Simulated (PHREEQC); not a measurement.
A made-up water analysis in mg/L, 20 °C, pH 7.1, pe 8.8:

```json
[
 {"constituent": "Na", "mg/L": "243"},
 {"constituent": "K", "mg/L": "0.942"},
 {"constituent": "Ca", "mg/L": "255"},
 {"constituent": "Mg", "mg/L": "233"},
 {"constituent": "Cl", "mg/L": "871"},
 {"constituent": "S(6) as SO4", "mg/L": "694"},
 {"constituent": "Alkalinity as HCO3", "mg/L": "183"},
 {"constituent": "B", "mg/L": "0.0602"},
 {"constituent": "Cd", "mg/L": "4.54"},
 {"constituent": "O(0) (dissolved oxygen)", "mg/L": "1.64"}
]
```

Na is adjusted to close the charge balance.
Valence states are taken as typed.

Computed with PHREEQC (ion-association model, phreeqc.dat).

No solid was allowed to form.

Estimate the ionic strength, density, specific conductance.

ionic strength 0.0547 mol/kgw; density 1.000 g/cm³; specific conductance 3420 µS/cm.

In which forms is S present?

SO4-2 64 %, MgSO4 22 %, CaSO4 12 %, NaSO4- 1.4 % of the S.

Saturation is exceeded, for instance for Otavite; the values hold only as long as no solid forms. Species that the database lacks are ignored.
